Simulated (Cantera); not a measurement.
A Cantera script and what it prints.

```python
import numpy as np
import cantera as ct

gas_names = """
    Fe FeO Fe(OH)2 H HNO HNO2 HNO3 HO2 H2 H2O H2O2 N NH NH2 NH3 NH2OH NO NO2 NO3 N2 N2H2 N2H4 N2O O OH
    O2 O3
""".split()
cond_names = """
    Fe(a) Fe(c) Fe(d) Fe(L) FeO(s) FeO(L) Fe(OH)2(s) Fe(OH)3(s) Fe2O3(s) Fe3O4(s) H2O(s) H2O(L)
""".split()


# ... load() reads the species with a 1 bar reference pressure and builds the phases ...
atoms = {
    'Fe': {'Fe': 1},
    'NH3': {'N': 1, 'H': 3},
    'N2': {'N': 2},
    'O2': {'O': 2},
}
top_T = {'Fe2O3(s)': 1830, 'Fe3O4(s)': 1870}  # K; cautious upper limits of use, not melting points


# ... equilibrate(T, P, feed) seeds the gas with the atoms and calls Mixture.equilibrate('TP', solver="vcs", rtol=1e-11, max_steps=5000) ...
results = []
feed = {'Fe': 1, 'NH3': 15, 'N2': 59, 'O2': 0.0033}  # mol
T = 1348  # K
P = 101325  # Pa
mix = equilibrate(T, P, feed)
results.append((T, P, feed, dict(zip(mix.species_names, mix.species_moles))))
print(gas.report(threshold=1e-05))
for i in range(1, mix.n_phases):
    print(f"{mix.phase(i).name:16s} {mix.phase_moles(i):12.5e} mol")
```

Result:

```
       temperature   1348 K
          pressure   1.0132e+05 Pa
           density   0.19385 kg/m^3
  mean mol. weight   21.443 kg/kmol
   phase of matter   gas

                          1 kg             1 kmol
                     ---------------   ---------------
          enthalpy        1.5243e+06        3.2686e+07  J
   internal energy        1.0017e+06        2.1478e+07  J
           entropy             10583        2.2692e+05  J/K
    Gibbs function       -1.2741e+07       -2.7321e+08  J
 heat capacity c_p            1567.2             33605  J/K
 heat capacity c_v            1179.4             25291  J/K

                      mass frac. Y      mole frac. X     chem. pot. / RT
                     ---------------   ---------------   ---------------
                H2           0.02376           0.25272           -19.659
               H2O        6.2303e-05        7.4158e-05           -56.952
               NH3        9.1092e-06        1.1469e-05           -42.473
                N2           0.97617           0.74719           -25.968
     [  +23 minor]        6.4894e-08        1.1596e-06

Fe(c)             1.00000e+00 mol
FeO(s)            0.00000e+00 mol
Fe(OH)2(s)        0.00000e+00 mol
Fe(OH)3(s)        0.00000e+00 mol
Fe2O3(s)          0.00000e+00 mol
Fe3O4(s)          0.00000e+00 mol
```

Method: chemical equilibrium by Gibbs-energy minimisation in Cantera with the NASA 1993 tables (ideal gas, pure condensed phases).
